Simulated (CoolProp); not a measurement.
A single-stage vapour-compression cycle with dimethyl ether: evaporating at 298.15 K (dew point), condensing at 352.15 K (bubble point), superheat 10 K, subcooling 8 K, compressor efficiency 0.65, no pressure losses. Each further row changes one setting.

Model: reference Helmholtz-energy equation of state, Wu 2011, in CoolProp.

```
case                              cooling COP  pressure ratio  discharge temperature (K)  refrigerating effect (kJ/kg)  volumetric capacity (kJ/m³)
--------------------------------  -----------  --------------  -------------------------  ----------------------------  ---------------------------
as stated                                2.87            3.70                      388.3                           298                         3530
evaporating temperature 303.15 K         3.29            3.21                      385.2                           303                            ?
condensing temperature 347.15 K             ?            3.34                          ?                           312                         3690
subcooling 13 K                          3.01            3.70                      388.3                           312                         3690
superheat 20 K                           2.89            3.70                      399.0                             ?                            ?
compressor efficiency 0.55                  ?            3.70                          ?                           298                         3530
```

Task: Complete the blanks.

Result: 
- evaporating temperature 303.15 K, volumetric capacity (kJ/m³): 4120
- condensing temperature 347.15 K, cooling COP: 3.27
- condensing temperature 347.15 K, discharge temperature (K): 381.6
- superheat 20 K, refrigerating effect (kJ/kg): 315
- superheat 20 K, volumetric capacity (kJ/m³): 3560
- compressor efficiency 0.55, cooling COP: 2.43
- compressor efficiency 0.55, discharge temperature (K): 397.4
